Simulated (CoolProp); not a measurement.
R124 at several states: Z from the reference equation and from simpler models built on Tc = 395.4 K, pc = 36.24 bar, ω = 0.288; each cubic takes its own stable root.

Model: reference Helmholtz-energy equation of state, de Vries 1995, in CoolProp.

| T (K) | p (bar) | phase | reference | van der Waals | Peng-Robinson |
|---|---|---|---|---|---|
| 463.1 | 7.64 | gas | 0.9573 | 0.9563 | 0.9523 |
| 342 | 0.123 | gas | 0.9981 | 0.9986 | 0.9980 |
| 285 | 3.95 | liquid | 0.01625 | 0.9252 | 0.01573 |

At some of these states van der Waals gives the other phase, because its saturation line lies elsewhere.
